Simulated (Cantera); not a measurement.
Cantera run, input and output.

```python
import numpy as np
import cantera as ct

surf = ct.Interface("diamond.yaml", "diamond_100")
gas, bulk = surf.adjacent["gas"], surf.adjacent["diamond"]
k = surf.kinetics_species_index(bulk.species_names[0])
cover = ["c6HH", "c6H*", "c6*H", "c6**", "c6HM", "c6B"]

rows, drift = [], 0.0
print(f"{'xH':>10s}{'um/h':>11s}" + "".join(f"{s:>11s}" for s in cover))
for v in [0.0001, 0.00022, 0.0005, 0.0011, 0.0025, 0.0056, 0.012, 0.028, 0.062]:
    T, P, xH, xCH3 = 998, 4200, v, 7.8e-05
    gas.TPX = T, P, {"H": xH, "CH3": xCH3, "CH4": 0.009, "H2": 1 - xH - xCH3 - 0.009}
    surf.TP = bulk.TP = T, P
    surf.coverages = "c6H*:0.1, c6HH:0.9"
    surf.advance_coverages(100.0)
    before = surf.coverages
    surf.advance_coverages(100.0)
    drift = max(drift, np.max(np.abs(surf.coverages - before) / (surf.coverages + 1e-9)))
    rate = surf.net_production_rates[k] * bulk.mean_molecular_weight / bulk.density * 3.6e9
    rows.append([rate, *surf[cover].coverages])
    print(f"{v:10.4g}{rate:11.4e}" + "".join(f"{x:11.3e}" for x in rows[-1][1:]))
```

It prints:

```
        xH       um/h       c6HH       c6H*       c6*H       c6**       c6HM        c6B
    0.0001 3.7628e-01  5.542e-01  1.460e-02  3.006e-01  3.982e-03  9.205e-02  1.021e-09
   0.00022 6.8407e-01  5.516e-01  1.563e-02  3.218e-01  5.816e-03  7.665e-02  1.856e-09
    0.0005 1.0503e+00  5.635e-01  1.657e-02  3.411e-01  7.431e-03  5.206e-02  2.850e-09
    0.0011 1.3426e+00  5.773e-01  1.727e-02  3.554e-01  8.489e-03  3.034e-02  3.643e-09
    0.0025 1.5369e+00  5.875e-01  1.773e-02  3.647e-01  9.123e-03  1.530e-02  4.170e-09
    0.0056 1.6389e+00  5.931e-01  1.799e-02  3.695e-01  9.440e-03  7.290e-03  4.447e-09
     0.012 1.6872e+00  5.958e-01  1.816e-02  3.717e-01  9.592e-03  3.503e-03  4.578e-09
     0.028 1.7135e+00  5.972e-01  1.835e-02  3.727e-01  9.687e-03  1.525e-03  4.650e-09
     0.062 1.7271e+00  5.977e-01  1.867e-02  3.729e-01  9.760e-03  6.937e-04  4.687e-09
```

Cantera simulation using the Harris–Goodwin 1993 mechanism for the reconstructed diamond (100) surface; the numbers are that mechanism's predictions, not measurements.
